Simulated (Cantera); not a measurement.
An adiabatic, constant-volume homogeneous reactor starts with 7.05 % CH₄, 19.6 % O₂, 73.3 % N₂, at 1125 K and 2.90 bar.

Detailed kinetics in Cantera: GRI-Mech 3.0 (53 species, 325 reactions).

**Question.** Predict: time of steepest temperature rise; temperature at 6.00 s; equilibrium temperature; x(O₂) at 6.00 s; x(H) at 6.00 s.

**Answer.** 
```
Quantity                                                            Result
---------------------------------  ---------------------------------------
time of steepest temperature rise                                  40.0 ms
temperature at 6.00 s                                               2691 K
equilibrium temperature                                             2691 K
x(O₂) at 6.00 s                      0.0492 (gas-phase equilibrium 0.0492)
x(H) at 6.00 s                     0.00117 (gas-phase equilibrium 0.00117)
```
